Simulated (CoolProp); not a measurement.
Aqueous potassium carbonate as a coolant, 38 % by mass, freezing at -32.8 °C, 1 atm.

Values from CoolProp's Melinder's fits for secondary coolants.

```csv
T (°C),Prandtl number,cp (kJ/(kg K)),density (kg/m³),viscosity (mPa s)
-26.1,117,2.674,1410,21.2
-17,72.5,2.690,1407,13.5
-7.8,47.9,2.705,1404,9.10
1.3,33.8,2.722,1400,6.56
10.4,25.0,2.738,1396,4.97
19.5,19.3,2.755,1391,3.91
28.6,15.4,2.772,1386,3.17
37.8,12.5,2.789,1381,2.62
```
